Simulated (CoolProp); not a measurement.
Model: reference Helmholtz-energy equation of state, Smukala 2000, in CoolProp.

**Question.** For ethylene, give the phase and the cv (kJ/(kg K)), speed of sound (m/s), Joule-Thomson coefficient (K/MPa) at 248.4 K and 79.7 kPa.

**Answer.** 
- 248.4 K and 79.7 kPa: gas; cv 1.08, speed of sound 305, Joule-Thomson coefficient 16.0
